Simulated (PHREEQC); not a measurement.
Solution (25 °C): 0.19 mol/kgw HCl. Closed to the air; pH follows from the charge balance.

All values are PHREEQC results (ion-association model, phreeqc.dat), not measurements.

No solid was allowed to form.

Question: Predict the pH.

Answer: pH 0.82.

Species that the database lacks are ignored.
